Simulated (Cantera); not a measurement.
An adiabatic, constant-volume homogeneous reactor starts with CH4 : H2 : O2 : N2 = 1 : 1 : 1.47 : 5.53 (molar parts), equivalence ratio 1.7, at 1400 K and 9.87 atm. Integrator tolerance rtol = 1e-08.

Model: GRI-Mech 3.0 (53 species, 325 reactions), integrated in Cantera. Above 3000 K some thermodynamic fits are extrapolated.

What does this change do: H2 1 to 1.4 parts?


| quantity | before | after |
|---|---|---|
| time of steepest temperature rise | 41.7 µs | 30.9 µs |
| temperature at 0.500 s | 2999 K | 2959 K |
| equilibrium temperature | 2999 K | 2959 K |
| x(CH4) at 0.500 s | 3.05e-10 (gas-phase equilibrium 3.45e-10) | 6.43e-10 (gas-phase equilibrium 7.26e-10) |
| x(H2) at 0.500 s | 0.126 (gas-phase equilibrium 0.126) | 0.156 (gas-phase equilibrium 0.156) |
| x(O2) at 0.500 s | 0.000177 (gas-phase equilibrium 0.000177) | 8.55e-5 (gas-phase equilibrium 8.55e-5) |
| x(NO2) at 0.500 s | 9.51e-8 (gas-phase equilibrium 9.51e-8) | 4.38e-8 (gas-phase equilibrium 4.38e-8) |
| x(CO2) at 0.500 s | 0.0167 (gas-phase equilibrium 0.0167) | 0.0133 (gas-phase equilibrium 0.0133) |
| x(HCO) at 0.500 s | 1.80e-6 (gas-phase equilibrium 1.80e-6) | 1.81e-6 (gas-phase equilibrium 1.81e-6) |
| x(CH2) at 0.500 s | 8.01e-11 (gas-phase equilibrium 8.70e-11) | 1.07e-10 (gas-phase equilibrium 1.17e-10) |

What does this change do: initial temperature 1400 to 1250 K?


| quantity | before | after |
|---|---|---|
| time of steepest temperature rise | 41.7 µs | 0.121 ms |
| temperature at 0.500 s | 2999 K | 2908 K |
| equilibrium temperature | 2999 K | 2908 K |
| x(CH4) at 0.500 s | 3.05e-10 (gas-phase equilibrium 3.45e-10) | 4.65e-10 (gas-phase equilibrium 5.24e-10) |
| x(H2) at 0.500 s | 0.126 (gas-phase equilibrium 0.126) | 0.126 (gas-phase equilibrium 0.126) |
| x(O2) at 0.500 s | 0.000177 (gas-phase equilibrium 0.000177) | 8.82e-5 (gas-phase equilibrium 8.82e-5) |
| x(NO2) at 0.500 s | 9.51e-8 (gas-phase equilibrium 9.51e-8) | 4.72e-8 (gas-phase equilibrium 4.72e-8) |
| x(CO2) at 0.500 s | 0.0167 (gas-phase equilibrium 0.0167) | 0.0172 (gas-phase equilibrium 0.0172) |
| x(HCO) at 0.500 s | 1.80e-6 (gas-phase equilibrium 1.80e-6) | 1.55e-6 (gas-phase equilibrium 1.55e-6) |
| x(CH2) at 0.500 s | 8.01e-11 (gas-phase equilibrium 8.70e-11) | 6.28e-11 (gas-phase equilibrium 6.87e-11) |

What does this change do: N2 5.53 to 11 parts?


```
quantity                                                              before                                      after
---------------------------------  -----------------------------------------  -----------------------------------------
time of steepest temperature rise                                    41.7 µs                                    82.8 µs
temperature at 0.500 s                                                2999 K                                     2553 K
equilibrium temperature                                               2999 K                                     2553 K
x(CH4) at 0.500 s                  3.05e-10 (gas-phase equilibrium 3.45e-10)  2.40e-10 (gas-phase equilibrium 2.70e-10)
x(H2) at 0.500 s                         0.126 (gas-phase equilibrium 0.126)      0.0821 (gas-phase equilibrium 0.0821)
x(O2) at 0.500 s                   0.000177 (gas-phase equilibrium 0.000177)    6.29e-6 (gas-phase equilibrium 6.29e-6)
x(NO2) at 0.500 s                    9.51e-8 (gas-phase equilibrium 9.51e-8)    2.67e-9 (gas-phase equilibrium 2.67e-9)
x(CO2) at 0.500 s                      0.0167 (gas-phase equilibrium 0.0167)      0.0121 (gas-phase equilibrium 0.0121)
x(HCO) at 0.500 s                    1.80e-6 (gas-phase equilibrium 1.80e-6)    2.84e-7 (gas-phase equilibrium 2.84e-7)
x(CH2) at 0.500 s                  8.01e-11 (gas-phase equilibrium 8.70e-11)  4.63e-12 (gas-phase equilibrium 5.13e-12)
```
